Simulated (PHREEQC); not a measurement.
Dissolve 0.16 mol CdCl2 and 0.22 mol KCl per kg of water at 5 °C. Closed to the air; pH follows from the charge balance.

Equilibrium calculation in PHREEQC: ion-association model, phreeqc.dat.

The ionic strength comes out as 0.343 mol/kgw. What activity coefficients do CdCl3-, K+, CdCl+, H+, Cd+2 get?

CdCl3- 0.74, K+ 0.68, CdCl+ 0.74, H+ 0.78, Cd+2 0.30.

Precipitation was switched off in this run. Species that the database lacks are ignored. At this temperature some constants are extrapolated from 25 °C, and those without enthalpy data are left unchanged.
